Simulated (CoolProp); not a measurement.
Vapour-liquid equilibrium of R1234yf (1) + isobutane (2) at 261.3 K; x and y are mole fractions of (1).

The numbers come from the multi-fluid Helmholtz-energy mixture model, Lemmon 2022 and Bücker 2006; pair parameters Bell 2016 in CoolProp.

| x | bubble pressure, mixture model (MPa) | bubble pressure, Raoult's law (MPa) | y, mixture model | y, Raoult's law |
|---|---|---|---|---|
| 0.05 | (withheld) | 0.1062 | 0.224 | 0.097 |
| 0.2 | 0.1687 | 0.1221 | 0.482 | 0.339 |
| 0.35 | 0.1895 | 0.1381 | 0.583 | 0.525 |
| 0.5 | 0.2013 | 0.1540 | 0.652 | 0.672 |
| 0.65 | 0.2089 | 0.1699 | (withheld) | 0.792 |
| 0.8 | (withheld) | 0.1858 | (withheld) | 0.891 |
| 0.95 | (withheld) | 0.2017 | 0.939 | 0.975 |

Complete the blanks.


- 0.05, bubble pressure, mixture model (MPa): 0.1253
- 0.65, y, mixture model: 0.720
- 0.8, bubble pressure, mixture model (MPa): 0.2127
- 0.8, y, mixture model: 0.808
- 0.95, bubble pressure, mixture model (MPa): 0.2101

The largest gap from Raoult's law is +38.2 % in bubble pressure, at x = 0.2. y crosses x between x = 0.8 and 0.95: the model has an azeotrope there.

Pair parameters are fitted to limited data, so mixtures are less certain than the pure fluids.
